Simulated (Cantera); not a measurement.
Charge: 1 mol Pb, 0.32 mol H2O, 8.2 mol CO, at 825 °C and 7.50 Torr.

These are equilibrium values from Cantera (NASA tables, ideal gas, pure condensed phases), not measurements of a reactor. Candidate condensed phases: C, C6H6, C7H8, C8H18, H2O, Pb, PbO, PbO2, Pb3O4; 113 gas species. The numbers say what is thermodynamically allowed, not how fast it happens.

Base state: CO 0.915, CO2 0.0357, H2 0.0357, Pb 0.0117, H2O 0.00140 (mole fractions); condensed: Pb(l).

### Question
What changes in the equilibrium state with this change: H2O from 0.32 to 0.2 mol?

### Answer
```csv
species,before,after
CO,0.915,0.942
CO2,0.0357,0.0230
H2,0.0357,0.0230
Pb,0.0117,0.0117
H2O,0.00140,0.000564
"Pb(l), mol",0.899,0.900
```
